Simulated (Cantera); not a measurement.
What does this Cantera script print?

```python
import numpy as np
import cantera as ct

gas = ct.Solution("gri30.yaml")
gas.TPX = 1200, 74000, {'CH4': 1, 'C2H6': 0.083, 'O2': 1.64, 'N2': 6.15}
reactor = ct.IdealGasConstPressureReactor(gas, energy="on", clone=False)
net = ct.ReactorNet([reactor])
net.rtol, net.atol = 1e-08, 1e-16
show = ['CH4', 'C2H6', 'O2', 'CH2', 'HO2']
times = np.geomspace(3e-06, 7, 14)

steps = ct.SolutionArray(gas, extra=["t"])
rows = []
print(f"{'t/s':>10s}{'T/K':>9s}{'P/Pa':>11s}" + "".join(f"{s:>11s}" for s in show))
for t in times:
    while net.time < t:
        t_next = net.step()
        steps.append(gas.state, t=t_next)
    rows.append([np.interp(t, steps.t, y) for y in (steps.T, steps.P, *steps(*show).X.T)])
    print(f"{t:10.3e}{rows[-1][0]:9.1f}{rows[-1][1]:11.4g}" + "".join(f"{x:11.3e}" for x in rows[-1][2:]))
rate = np.gradient(steps.T, steps.t)
print("integrator steps:", len(steps.t))
if steps.T.max() > steps.T[0] + 200:
    print(f"time of steepest temperature rise: {steps.t[rate.argmax()]:.4e} s")
gas.TPX = 1200, 74000, {'CH4': 1, 'C2H6': 0.083, 'O2': 1.64, 'N2': 6.15}
gas.equilibrate("HP")
print(f"equilibrium (HP): T = {gas.T:.1f} K  " + "  ".join(f"{s} {gas[s].X[0]:.3e}" for s in show))
```

Output:

```
       t/s      T/K       P/Pa        CH4       C2H6         O2        CH2        HO2
 3.000e-06   1200.0    7.4e+04  1.127e-01  9.354e-03  1.848e-01  1.970e-17  2.158e-09
 9.268e-06   1200.0    7.4e+04  1.127e-01  9.354e-03  1.848e-01  2.021e-16  7.125e-09
 2.863e-05   1200.0    7.4e+04  1.127e-01  9.354e-03  1.848e-01  1.980e-15  2.777e-08
 8.844e-05   1200.0    7.4e+04  1.127e-01  9.353e-03  1.848e-01  1.871e-14  1.424e-07
 2.732e-04   1200.0    7.4e+04  1.127e-01  9.351e-03  1.848e-01  1.802e-13  9.062e-07
 8.440e-04   1200.0    7.4e+04  1.127e-01  9.337e-03  1.848e-01  2.460e-12  5.153e-06
 2.607e-03   1201.0    7.4e+04  1.124e-01  9.210e-03  1.846e-01  3.475e-11  1.385e-05
 8.054e-03   1221.5    7.4e+04  1.083e-01  7.950e-03  1.806e-01  7.678e-10  5.332e-05
 2.488e-02   2581.5    7.4e+04  9.992e-14  6.929e-27  9.641e-04  1.011e-13  3.729e-07
 7.686e-02   2581.0    7.4e+04  1.005e-13  6.995e-27  9.573e-04  1.011e-13  3.704e-07
 2.374e-01   2581.0    7.4e+04  1.005e-13  6.995e-27  9.573e-04  1.011e-13  3.704e-07
 7.335e-01   2581.0    7.4e+04  1.005e-13  6.995e-27  9.573e-04  1.011e-13  3.704e-07
 2.266e+00   2581.0    7.4e+04  1.005e-13  6.995e-27  9.573e-04  1.011e-13  3.704e-07
 7.000e+00   2581.0    7.4e+04  1.005e-13  6.995e-27  9.573e-04  1.011e-13  3.704e-07
integrator steps: 2203
time of steepest temperature rise: 1.0536e-02 s
equilibrium (HP): T = 2581.0 K  CH4 1.184e-13  C2H6 9.267e-27  O2 9.573e-04  CH2 1.073e-13  HO2 3.704e-07
```

Detailed kinetics in Cantera: GRI-Mech 3.0 (53 species, 325 reactions).
